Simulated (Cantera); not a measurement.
A closed system holds: 1 mol SiF₄, 7.8 mol NH₃, 1.4 mol N₂, held at 3.40 mbar.

Method: chemical equilibrium by Gibbs-energy minimisation in Cantera with the NASA 1993 tables (ideal gas, pure condensed phases). Candidate condensed phases: Si, Si₃N₄; 37 gas species. The numbers say what is thermodynamically allowed, not how fast it happens.

Question: Which condensed phases are stable at each of these points (T (°C)): 902, 927, 952, 977, 1002, 1027, 1052, 1077, 1102, 1127, 1152, 1177, 1202, 1227?

Answer: 
```
T (°C)  condensed phases  Si condensed (%)
------  ----------------  ----------------
902             Si₃N₄(s)               0.7
927             Si₃N₄(s)               0.7
952             Si₃N₄(s)               0.7
977             Si₃N₄(s)               0.7
1002            Si₃N₄(s)               0.6
1027            Si₃N₄(s)               0.4
1052            Si₃N₄(s)               0.1
1077            gas only               0.0
1102            gas only               0.0
1127            gas only               0.0
1152            gas only               0.0
1177            gas only               0.0
1202            gas only               0.0
1227            gas only               0.0
```

From 902 °C to 1052 °C the condensed part is Si₃N₄(s). From 1077 °C to 1227 °C nothing is condensed.
